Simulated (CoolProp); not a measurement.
Vapour-liquid equilibrium of n-perfluorobutane (1) + R365MFC (2) at 14.85 °C; x and y are mole fractions of (1).

Model: multi-fluid Helmholtz-energy mixture model, Gao 2022 and Lemmon 2016; pair parameters Bell 2016, in CoolProp.

Task: Give the bubble pressure and the first vapour's composition at x = 0.125, 0.65, 0.725. Is there an azeotrope?

Result: x = 0.125: 1.117 bar, y = 0.690; x = 0.65: 1.710 bar, y = 0.844; x = 0.725: 1.755 bar, y = 0.862. No azeotrope shows between x = 0.05 and 0.95.

The pair parameters rest on a limited set of measurements; away from them the model extrapolates. With so large a gap from Raoult's law the liquid may split in two, which this calculation doesn't test in full.
